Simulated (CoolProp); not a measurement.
Properties of 1,2-dichloroethane along the isobar 3000 kPa.

Values from CoolProp's reference Helmholtz-energy equation of state, Thol 2015.

```
T (°C)   phase  density (kg/m³)  cp (kJ/(kg K))  cv (kJ/(kg K))  Joule-Thomson coefficient (K/MPa)  isothermal compressibility (1/MPa)
------  ------  ---------------  --------------  --------------  ---------------------------------  ----------------------------------
145.35  liquid             1056           1.452               …                            -0.1741                            0.002513
152.75  liquid             1043               …          0.9745                            -0.1473                            0.002755
160.15  liquid             1028           1.480          0.9809                            -0.1177                            0.003032
167.55  liquid             1014               …          0.9878                           -0.08484                                   …
175.05  liquid            998.4           1.512          0.9951                           -0.04756                            0.003726
182.45  liquid            982.9               …           1.003                                  …                            0.004161
189.85  liquid            966.8           1.550           1.011                            0.04137                            0.004676
197.25  liquid            950.0           1.572           1.019                            0.09611                            0.005295
204.65  liquid            932.6           1.597           1.028                             0.1603                            0.006053
212.05  liquid                …           1.627           1.038                             0.2369                            0.006999
219.45  liquid            894.8           1.662               …                             0.3304                            0.008215
226.85  liquid            874.0           1.706           1.059                             0.4479                            0.009832
```

Q: Complete the blanks.

A: 
- 145.35, cv (kJ/(kg K)): 0.9683
- 152.75, cp (kJ/(kg K)): 1.465
- 167.55, cp (kJ/(kg K)): 1.495
- 167.55, isothermal compressibility (1/MPa): 0.003351
- 182.45, cp (kJ/(kg K)): 1.530
- 182.45, Joule-Thomson coefficient (K/MPa): -0.006021
- 212.05, density (kg/m³): 914.2
- 219.45, cv (kJ/(kg K)): 1.048
